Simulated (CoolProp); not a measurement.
Vapour-liquid equilibrium of R134a (1) + isobutane (2) at 383 kPa; x and y are mole fractions of (1).

Values from CoolProp's multi-fluid Helmholtz-energy mixture model, Tillner-Roth 1994 and Bücker 2006; pair parameters Bell 2016.

```tsv
x	bubble temperature (°C)	y at the bubble point	dew temperature at overall composition x (°C)	liquid density (mol/L)
0.05	19.5	0.239	26.4	9.634
0.125	11.9	0.426	23.7	9.879
0.2	7.8	0.519	21.0	10.07
0.275	5.6	0.572	18.1	10.23
0.35	4.3	0.605	15.1	10.39
0.425	3.5	0.627	11.9	10.56
0.5	3.1	0.645	8.7	10.74
0.575	2.8	0.661	5.4	10.94
0.65	2.6	0.680	3.0	11.16
0.725	2.6	0.704	2.8	11.41
0.8	2.9	0.739	3.8	11.69
0.875	3.7	0.795	5.1	11.97
0.95	5.4	0.892	6.6	12.26
```

y crosses x between x = 0.65 and 0.725: the model has an azeotrope there.

The pair parameters rest on a limited set of measurements; away from them the model extrapolates. With so large a gap from Raoult's law the liquid may split in two, which this calculation doesn't test in full.
